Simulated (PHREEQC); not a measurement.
Copper plating or etch bath: speciation

Make-up at 25 °C: 6.7 mmol/kgw Cu(NO3)2, 0.28 mmol/kgw H2SO4 and 95 mmol/kgw Na2SO4. It is in equilibrium with CO2 at log p = -2 (atm). Otherwise closed; pH follows from the charge balance.

The numbers come from PHREEQC with the ion-association model, phreeqc.dat.

Each row changes one thing in this solution. No solid was allowed to form.

| case | pH | ionic strength (mol/kgw) | SO4-2 (mol/kgw) | CuSO4 (mol/kgw) | Cu+2 (mol/kgw) | HSO4- (mol/kgw) |
|---|---|---|---|---|---|---|
| as made | 3.84 | 0.256 | 0.0741 | 0.00359 | 0.00311 | 0.000378 |
| temperature from 25 to 70 °C | 4.18 | 0.252 | 0.0720 | 0.00367 | 0.00302 | 0.000480 |
| Na2SO4 left out | 3.31 | 0.0206 | 0.000188 | 8.63e-5 | 0.00661 | 5.99e-6 |
| temperature from 25 to 85 °C | 4.32 | 0.251 | 0.0717 | 0.00365 | 0.00304 | 0.000514 |
| temperature from 25 to 5 °C | 3.74 | 0.260 | 0.0755 | 0.00347 | 0.00323 | 0.000332 |
| Na2SO4 replaced by NaBF4 at the same molality | 2.66 | 0.117 | 0.000194 | 3.41e-5 | 0.00653 | 1.90e-5 |
| Na2SO4 from 0.095 to 0.105 mol/kgw | 3.86 | 0.280 | 0.0812 | 0.00363 | 0.00307 | 0.000385 |

Constants without temperature data keep their 25 °C values here. Real BF4- forms and hydrolyses slowly; the run takes it at equilibrium.
